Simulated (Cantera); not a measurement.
A closed system holds: 1 mol Si, 0.32 mol O₂, 340 mol H₂, equilibrated at 1573.15 K.

Cantera equilibrium calculation (NASA polynomials, part measured and part estimated; ideal gas, pure solids and liquids). Candidate condensed phases: H₂O, Si, SiO₂; 18 gas species. Mutual solubility and eutectic melting of coexisting phases are not modelled. The tables hold silica as quartz up to 1696 K and as liquid above; real silica turns to tridymite and cristobalite and melts near 1996 K. Gases not in the tables: Si₂H₆ and higher silanes. Kinetics and transport are ignored.

log p: log10 of the partial pressure in bar; n: condensed amount in mol.

```csv
P (Pa),log p H₂,log p H,log p SiO,log p Si,n Si(s),n SiO₂(β-quartz)
0.100,-6.02,-7.40,-8.74,-8.99,0,0
1.50,-4.83,-6.81,-7.55,-7.81,0,0
22,(withheld),(withheld),(withheld),-7.26,(withheld),0
320,-2.50,-5.64,-5.22,-7.26,0.352,0
4600,-1.34,-5.06,-4.06,-7.26,0.358,0
68000,(withheld),(withheld),(withheld),-7.26,0.360,0
1000000,1.00,-3.89,-2.73,-7.26,0.645,0.288
```

**Question.** Complete the blanks.

**Answer.** 
- 68000, log p H₂: -0.17
- 68000, log p H: -4.47
- 68000, log p SiO: -2.89
- 22, log p H₂: -3.66
- 22, log p H: -6.22
- 22, log p SiO: -6.38
- 22, n Si(s): 0.270
